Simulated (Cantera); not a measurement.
# Adiabatic ignition

An adiabatic, constant-pressure homogeneous reactor starts with CO : H₂ : CH₄ : O₂ : N₂ = 0.44 : 0.11 : 0.79 : 2.7 : 10.2 (molar parts), at 1625 K and 2.00 bar.

Model: GRI-Mech 3.0 (53 species, 325 reactions), integrated in Cantera.

| t (s) | T (K) | x CO | x H₂ | x CH₄ | x H₂O | x HCN | x O | x NO |
|---|---|---|---|---|---|---|---|---|
| 3.00e-6 | 1625 | 0.0309 | 0.00772 | 0.0555 | 1.57e-6 | <1e-12 | 9.96e-8 | <1e-12 |
| 7.33e-6 | 1625 | 0.0309 | 0.00772 | 0.0555 | 6.38e-6 | <1e-12 | 1.61e-7 | <1e-12 |
| 1.79e-5 | 1625 | 0.0309 | 0.00772 | 0.0554 | 3.27e-5 | <1e-12 | 3.90e-7 | <1e-12 |
| 4.38e-5 | 1625 | 0.0309 | 0.00770 | 0.0551 | 0.000276 | <1e-12 | 1.80e-6 | 4.87e-12 |
| 0.000107 | 1677 | 0.0331 | 0.00964 | 0.0450 | 0.00940 | 4.54e-10 | 3.33e-5 | 5.23e-10 |
| 0.000262 | 2694 | 0.0208 | 0.00486 | <1e-12 | 0.103 | 5.67e-11 | 0.00747 | 0.000986 |
| 0.000641 | 2710 | 0.0195 | 0.00452 | <1e-12 | 0.104 | 9.21e-11 | 0.00670 | 0.00399 |
| 0.00157 | 2703 | 0.0194 | 0.00450 | <1e-12 | 0.104 | 1.40e-10 | 0.00639 | 0.00926 |
| 0.00383 | 2697 | 0.0192 | 0.00448 | <1e-12 | 0.105 | 1.81e-10 | 0.00609 | 0.0143 |
| 0.00936 | 2696 | 0.0192 | 0.00448 | <1e-12 | 0.105 | 1.91e-10 | 0.00602 | 0.0156 |
| 0.0229 | 2696 | 0.0192 | 0.00448 | <1e-12 | 0.105 | 1.91e-10 | 0.00602 | 0.0157 |
| 0.0560 | 2696 | 0.0192 | 0.00448 | <1e-12 | 0.105 | 1.91e-10 | 0.00602 | 0.0157 |
| 0.137 | 2696 | 0.0192 | 0.00448 | <1e-12 | 0.105 | 1.91e-10 | 0.00602 | 0.0157 |
| 0.335 | 2696 | 0.0192 | 0.00448 | <1e-12 | 0.105 | 1.91e-10 | 0.00602 | 0.0157 |
| 0.818 | 2696 | 0.0192 | 0.00448 | <1e-12 | 0.105 | 1.91e-10 | 0.00602 | 0.0157 |
| 2.00 | 2696 | 0.0192 | 0.00448 | <1e-12 | 0.105 | 1.91e-10 | 0.00602 | 0.0157 |
x: mole fraction; the columns are a selection and need not sum to one.

```json
{
 "time_of_steepest_temperature_rise": "0.128 ms",
 "temperature at 2.00 s": "2696 K",
 "equilibrium_temperature": "2696 K",
 "x(CO) at 2.00 s": "0.0192 (gas-phase equilibrium 0.0192)",
 "x(H₂) at 2.00 s": "0.00448 (gas-phase equilibrium 0.00448)",
 "x(CH₄) at 2.00 s": "<1e-12 (gas-phase equilibrium <1e-12)"
}
```
